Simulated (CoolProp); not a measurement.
Vapour-liquid equilibrium of propane (1) + sulfur dioxide (2) at 1.68 MPa; x and y are mole fractions of (1).

Values from CoolProp's multi-fluid Helmholtz-energy mixture model, Lemmon 2009 and Gao 2016; pair parameters Bell 2016.

```tsv
x	bubble temperature, mixture model (°C)	bubble temperature, Raoult's law (°C)	y, mixture model	y, Raoult's law
0.05	63.4	75.4	…	0.086
0.2	46.9	70.7	0.549	0.312
0.35	44.1	66.2	…	0.500
0.5	43.0	61.9	0.622	0.655
0.65	…	57.8	…	0.783
0.8	42.9	54.0	0.754	0.888
0.95	46.6	50.3	…	0.975
```

**Question.** Complete the blanks.

**Answer.** 
- 0.05, y, mixture model: 0.274
- 0.35, y, mixture model: 0.595
- 0.65, bubble temperature, mixture model (°C): 42.3
- 0.65, y, mixture model: 0.668
- 0.95, y, mixture model: 0.917

The largest gap from Raoult's law is -23.8 K in bubble temperature, at x = 0.2. y crosses x between x = 0.65 and 0.8: the model has an azeotrope there.

The pair parameters rest on a limited set of measurements; away from them the model extrapolates. With so large a gap from Raoult's law the liquid may split in two, which this calculation doesn't test in full.
